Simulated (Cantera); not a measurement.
Charge: 1 mol Si, 0.028 mol O2, 12 mol N2, equilibrated at 0.743 Torr.

Method: chemical equilibrium by Gibbs-energy minimisation in Cantera with the NASA 1993 tables (ideal gas, pure condensed phases). Candidate condensed phases: Si, SiO2, Si2N2O, Si3N4; 16 gas species. N2 is the only nitrogen source here; it is nearly inert below about 1500 K, so the nitride shown seldom forms there in practice. Mutual solubility and eutectic melting of coexisting phases are not modelled. Kinetics and transport are ignored.

Task: Which condensed phases are stable at each of these points (T (°C)): 802, 877, 952, 1027, 1102, 1177, 1252, 1327, 1402, 1477, 1552, 1627?

Result: 
```tsv
T (°C)	condensed phases	Si condensed (%)
802	Si2N2O(s) + Si3N4(s)	100.0
877	Si2N2O(s) + Si3N4(s)	100.0
952	Si2N2O(s) + Si3N4(s)	100.0
1027	Si2N2O(s) + Si3N4(s)	100.0
1102	Si2N2O(s) + Si3N4(s)	100.0
1177	Si2N2O(s) + Si3N4(s)	99.9
1252	Si2N2O(s) + Si3N4(s)	99.2
1327	Si3N4(s)	94.3
1402	Si(s)	93.8
1477	Si(l)	92.4
1552	Si(l)	88.4
1627	Si(l)	77.9
```

From 802 °C to 1252 °C the condensed part is Si2N2O(s) + Si3N4(s). At 1327 °C the condensed part is Si3N4(s). At 1402 °C the condensed part is Si(s). From 1477 °C to 1627 °C the condensed part is Si(l).
